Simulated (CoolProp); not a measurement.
Octamethylcyclotetrasiloxane (D4) at several states: Z from the reference equation and from simpler models built on Tc = 586.5 K, pc = 1.347 MPa, ω = 0.598; each cubic takes its own stable root.

The numbers come from the reference Helmholtz-energy equation of state, Thol 2015 in CoolProp.

```tsv
T (K)	p (MPa)	phase	reference
318.8	0.0996	liquid	0.01202
316.3	0.154	liquid	0.01867
480.7	0.0307	gas	0.9829
403.3	0.158	liquid	0.01691
473.5	5.45	liquid	0.5400
331.1	4.05	liquid	0.4743
```

Problem. How far does each simpler model (Redlich-Kwong, Soave-Redlich-Kwong) lie from the reference over these 6 states: mean and median of the absolute difference, and the worst?

Solution. 
- Redlich-Kwong: mean 15.1 %, median 18.5 %, worst +20.2 % at 403.3 K and 0.158 MPa
- Soave-Redlich-Kwong: mean 9.1 %, median 10.9 %, worst +12.6 % at 316.3 K and 0.154 MPa
